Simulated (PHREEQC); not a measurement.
A PHREEQC speciation (ion-association model, phreeqc.dat) at 70 °C gives pH 1.51 and these molalities:

```
species  mol/kgw
-------  -------
H+        0.0360
HSO4-     0.0260
SO4-2    0.00503
```

Task: What are the element totals, and what could have been dissolved in 1 kg of water to give them?

Result: This is not unique; one that fits is totals S(6) 0.0310 mol/kgw, from 0.031 mol H2SO4 per kg of water.

No solid was allowed to form. Species that the database lacks are ignored. Away from 25 °C the constants follow the database's enthalpies or fits; those with neither stay at their 25 °C values.
